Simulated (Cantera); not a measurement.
**Gas activation for diamond growth**

An isothermal, constant-pressure homogeneous reactor starts with CH4 : H2 : CO2 = 0.014 : 1 : 0.0031 (molar parts), at 1423 K and 2400 Pa.

Computed with Cantera and GRI-Mech 3.0 (53 species, 325 reactions). GRI-Mech 3.0 stops at C3 and has no aromatics, soot or wall deposition, so with more carbon than oxygen in the feed, carbon stays in small species such as C2H2 where larger ones or solid carbon would form. Radical loss at walls, strong at low pressure, is not modelled.

```
t (s)       x CH4   x H2     x CO2   x CH2CO     x H2O     x CH2   x HO2
--------  -------  -----  --------  --------  --------  --------  ------
9.00e-5    0.0138  0.983   0.00305    <1e-12  2.04e-12    <1e-12  <1e-12
0.000263   0.0138  0.983   0.00305    <1e-12  2.00e-11    <1e-12  <1e-12
0.000769   0.0138  0.983   0.00305    <1e-12  1.84e-10    <1e-12  <1e-12
0.00225    0.0138  0.983   0.00305    <1e-12   1.62e-9    <1e-12  <1e-12
0.00658    0.0138  0.983   0.00305    <1e-12   1.40e-8    <1e-12  <1e-12
0.0192     0.0138  0.983   0.00305    <1e-12   1.20e-7    <1e-12  <1e-12
0.0562     0.0138  0.983   0.00305    <1e-12   1.02e-6  2.54e-12  <1e-12
0.164      0.0138  0.983   0.00304    <1e-12   8.64e-6  2.09e-11  <1e-12
0.480      0.0138  0.983   0.00298  6.88e-12   6.79e-5  1.34e-10  <1e-12
1.40       0.0137  0.983   0.00267  5.14e-11  0.000374  3.04e-10  <1e-12
4.11       0.0137  0.982   0.00187  1.86e-10   0.00118  3.15e-10  <1e-12
12.0       0.0134  0.981  0.000651  4.75e-10   0.00239  3.11e-10  <1e-12
35.1       0.0128  0.981   3.33e-5  9.43e-10   0.00301  3.01e-10  <1e-12
103        0.0113  0.981   4.15e-6   1.83e-9   0.00303  2.72e-10  <1e-12
300       0.00843  0.983   4.12e-6   3.48e-9   0.00301  2.14e-10  <1e-12
```
x: mole fraction; the columns are a selection and need not sum to one.

Equilibrium at this temperature and pressure: CH4 0.00293, H2 0.987, CO2 3.50e-11, CH2CO 1.75e-10, H2O 1.30e-8, CH2 8.29e-11, HO2 <1e-12 (gas phase only).
